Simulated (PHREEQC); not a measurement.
Dissolve 0.15 mol KHSO4 and 0.00023 mol K2SiO3 per kg of water at 25 °C. Closed to the air; pH follows from the charge balance.

The numbers come from PHREEQC with the Pitzer model, pitzer.dat.

```csv
quantity,before,after
pH,1.34,1.10
ionic strength (mol/kgw),0.288,0.546
SI of SiO2(a) (SiO2),-0.97,-0.97
```

What was changed between the two runs?
(A) temperature from 25 to 55 °C
(B) diluted 2-fold with water
(C) KHSO4 from 0.15 to 0.3 mol/kgw
(D) diluted 5-fold with water
(E) diluted 100-fold with water

C, KHSO4 from 0.15 to 0.3 mol/kgw

No solid was allowed to form.
